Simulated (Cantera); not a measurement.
## Ignition delay

Mixture: 11.3 % CH4, 0.451 % H2, 14.2 % O2, 74.1 % N2, equivalence ratio 1.6, at 760 Torr, adiabatic and at constant volume. Ignition delay is the time to a rise of 400 K.

Model: GRI-Mech 3.0 (53 species, 325 reactions), integrated in Cantera.

```csv
T0 (K),delay (ms)
1098,183
1198,49.4
1298,14.0
1398,4.28
1498,1.46
1598,0.566
```

```yaml
apparent activation energy between 1398 and 1598 K: 190 kJ/mol
```
